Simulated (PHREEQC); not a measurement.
PHREEQC input (ion-association model, wateq4f.dat):

```
SOLUTION_MASTER_SPECIES
  An  An-  0  An  62.0  # stands for a non-complexing anion
SOLUTION_SPECIES
  An- = An-
    -log_k 0
    -gamma 3.0 0
PHASES
  Fix_H+
    H+ = H+
    -log_k 0
SOLUTION 1
  temp 25
  units mmol/kgw
  pH 7 charge
  Na 1
  An 1
END
SELECTED_OUTPUT 1
  -reset false
  -pH true
  -pe true
  -ionic_strength true
  -water true
  -totals Na
  -molalities Hfo_wOH Hfo_wOH2+ Hfo_wO- Hfo_sOH Hfo_sOH2+ Hfo_sO-
USER_PUNCH 1
  -headings sigma psi
  10 PUNCH EDL("sigma", "Hfo"), EDL("psi", "Hfo")
PRINT
  -reset false
USE solution 1
SURFACE 1
  Hfo_wOH 0.000853933 600 0.38
  Hfo_sOH 2.13483e-05
EQUILIBRIUM_PHASES 1
  Fix_H+ -3 HAn 10
    -force_equality true
  O2(g) -0.68 10
END
# ... the last block is repeated for the other 12 points of pH, with NaOH or the acid as the point needs
```

Selected output (columns that matter, 13 of 13 rows; pH added in front):

```
pH	mu	Na	m_Hfo_wOH	m_Hfo_wOH2+	m_Hfo_wO-	m_Hfo_sOH	m_Hfo_sOH2+	m_Hfo_sO-	sigma	psi
3	0.0023566	0.001	0.00025305	0.00059843	2.4513e-06	6.3262e-06	1.4961e-05	6.1282e-08	0.25854	0.23167
3.67	0.0014088	0.001	0.00046409	0.00037674	1.3097e-05	1.1602e-05	9.4185e-06	3.2742e-07	0.15775	0.2195
4.33	0.0011579	0.001	0.00057795	0.00024472	3.1269e-05	1.4449e-05	6.118e-06	7.8171e-07	0.092594	0.19718
5	0.001071	0.001	0.00062961	0.00017131	5.3011e-05	1.574e-05	4.2828e-06	1.3253e-06	0.051318	0.16891
5.67	0.0010337	0.001	0.00064827	0.0001336	7.2065e-05	1.6207e-05	3.3399e-06	1.8016e-06	0.026692	0.13641
6.33	0.0010161	0.001	0.00065372	0.0001153	8.4908e-05	1.6343e-05	2.8826e-06	2.1227e-06	0.013185	0.10137
7	0.0010071	0.001	0.00065514	0.00010622	9.2572e-05	1.6379e-05	2.6554e-06	2.3143e-06	0.005919	0.063897
7.67	0.0010023	0.001	0.00065547	0.00010144	9.7025e-05	1.6387e-05	2.5361e-06	2.4256e-06	0.0019164	0.025457
8.33	0.0010033	0.0010044	0.0006555	9.8146e-05	0.00010029	1.6387e-05	2.4537e-06	2.5073e-06	-0.00093061	-0.012737
9	0.0010156	0.0010207	0.00065531	9.4255e-05	0.00010437	1.6383e-05	2.3564e-06	2.6093e-06	-0.0043889	-0.051339
9.67	0.001061	0.0010734	0.00065437	8.7682e-05	0.00011188	1.6359e-05	2.192e-06	2.7969e-06	-0.010496	-0.089153
10.33	0.0012501	0.0012775	0.00065003	7.5232e-05	0.00012867	1.6251e-05	1.8808e-06	3.2167e-06	-0.02318	-0.12443
11	0.0021186	0.0021834	0.00062607	5.0677e-05	0.00017719	1.5652e-05	1.2669e-06	4.4297e-06	-0.054879	-0.15488
```

The oxide is taken as insoluble; below pH 4 it would dissolve.
